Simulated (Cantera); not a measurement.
Input: 1 mol Pb, 0.14 mol O2, 53 mol N2, held at 177 °C and 1880 Torr.

Equilibrium computed with Cantera from the NASA thermochemical tables; the gas is ideal and each condensed phase is pure. Candidate condensed phases: Pb, PbO, PbO2, Pb3O4; 12 gas species. Equilibrium is a limit: real reactors are often held back by kinetics, nucleation or transport.

What is the equilibrium state?


| Quantity | Result |
|---|---|
| x(N2) | 1.00 |
| n(Pb(s)) | 0.720 mol |
| n(PbO(red)) | 0.280 mol |
| gas amount | 53.00 mol |
| log10 activity of Pb3O4(s) (absent) | -17.86 |
| log10 activity of PbO2(s) (absent) | -18.89 |
